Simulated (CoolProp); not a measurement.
A simple Rankine cycle with R1132(E): condensing at 298.15 K, boiler at 4.25 MPa, turbine inlet 354.3 K, turbine efficiency 0.6, pump efficiency 0.6, no recuperator. Each further row changes one setting.

The numbers come from the reference Helmholtz-energy equation of state, Akasaka 2024 in CoolProp.

```json
[
 {"case": "as stated", "thermal efficiency (%)": "5.1", "net work (kJ/kg)": "12.1", "heat in (kJ/kg)": "237", "turbine exit temperature (K)": "305.7", "volume ratio over the turbine": "2.71"},
 {"case": "turbine inlet 374.3 K", "thermal efficiency (%)": "5.6", "net work (kJ/kg)": "15.2", "heat in (kJ/kg)": "270", "turbine exit temperature (K)": "330.5", "volume ratio over the turbine": "2.62"},
 {"case": "condensing temperature 290.15 K", "thermal efficiency (%)": "6.1", "net work (kJ/kg)": "15.4", "heat in (kJ/kg)": "251", "turbine exit temperature (K)": "296.9", "volume ratio over the turbine": "3.37"},
 {"case": "boiler pressure 2.97 MPa", "thermal efficiency (%)": "3.8", "net work (kJ/kg)": "9.99", "heat in (kJ/kg)": "263", "turbine exit temperature (K)": "328.6", "volume ratio over the turbine": "1.81"},
 {"case": "turbine efficiency 0.5", "thermal efficiency (%)": "3.9", "net work (kJ/kg)": "9.27", "heat in (kJ/kg)": "237", "turbine exit temperature (K)": "307.9", "volume ratio over the turbine": "2.75"}
]
```
